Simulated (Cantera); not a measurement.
Input (Python, Cantera):

```python
import numpy as np
import cantera as ct

gas = ct.Solution("gri30.yaml")
gas.TPX = 1023, 50000, {'CH3OH': 1, 'O2': 1, 'N2': 6}
reactor = ct.IdealGasReactor(gas, energy="on", clone=False)
net = ct.ReactorNet([reactor])
net.rtol, net.atol = 1e-08, 1e-16
show = ['CH3OH', 'O2', 'HCN', 'CO2', 'CH2', 'HO2']
times = np.geomspace(8e-06, 2, 10)

steps = ct.SolutionArray(gas, extra=["t"])
rows = []
print(f"{'t/s':>10s}{'T/K':>9s}{'P/Pa':>11s}" + "".join(f"{s:>11s}" for s in show))
for t in times:
    while net.time < t:
        t_next = net.step()
        steps.append(gas.state, t=t_next)
    rows.append([np.interp(t, steps.t, y) for y in (steps.T, steps.P, *steps(*show).X.T)])
    print(f"{t:10.3e}{rows[-1][0]:9.1f}{rows[-1][1]:11.4g}" + "".join(f"{x:11.3e}" for x in rows[-1][2:]))
rate = np.gradient(steps.T, steps.t)
print("integrator steps:", len(steps.t))
if steps.T.max() > steps.T[0] + 200:
    print(f"time of steepest temperature rise: {steps.t[rate.argmax()]:.4e} s")
gas.TPX = 1023, 50000, {'CH3OH': 1, 'O2': 1, 'N2': 6}
gas.equilibrate("UV")
print(f"equilibrium (UV): T = {gas.T:.1f} K  " + "  ".join(f"{s} {gas[s].X[0]:.3e}" for s in show))
```

It prints:

```
       t/s      T/K       P/Pa      CH3OH         O2        HCN        CO2        CH2        HO2
 8.000e-06   1023.0      5e+04  1.250e-01  1.250e-01  7.275e-26  6.897e-12  4.353e-13  6.393e-11
 3.183e-05   1023.0      5e+04  1.250e-01  1.250e-01  3.391e-25  2.804e-11  4.353e-13  3.112e-10
 1.267e-04   1023.0      5e+04  1.250e-01  1.250e-01  1.427e-24  1.121e-10  4.353e-13  1.407e-09
 5.040e-04   1023.0      5e+04  1.250e-01  1.250e-01  5.906e-24  4.468e-10  4.353e-13  6.412e-09
 2.005e-03   1023.0      5e+04  1.250e-01  1.250e-01  2.394e-23  1.778e-09  4.353e-13  2.711e-08
 7.979e-03   1023.0      5e+04  1.250e-01  1.250e-01  9.630e-23  7.077e-09  4.353e-13  1.093e-07
 3.175e-02   1023.0      5e+04  1.250e-01  1.250e-01  4.008e-22  2.816e-08  4.353e-13  4.245e-07
 1.263e-01   1023.0      5e+04  1.250e-01  1.250e-01  2.453e-21  1.122e-07  4.354e-13  1.542e-06
 5.026e-01   1026.2  5.019e+04  1.237e-01  1.244e-01  4.475e-19  1.304e-06  4.942e-13  3.577e-05
 2.000e+00   2463.1   1.36e+05  4.201e-15  2.808e-04  8.393e-09  4.330e-02  5.337e-14  1.290e-07
integrator steps: 2500
time of steepest temperature rise: 5.6089e-01 s
equilibrium (UV): T = 2463.1 K  CH3OH 4.299e-15  O2 2.808e-04  HCN 8.393e-09  CO2 4.330e-02  CH2 5.782e-14  HO2 1.290e-07
```

Computed with Cantera and GRI-Mech 3.0 (53 species, 325 reactions). GRI-Mech 3.0 was tuned for natural gas; its chemistry of methanol as a main component is partial and can be far from experiment.
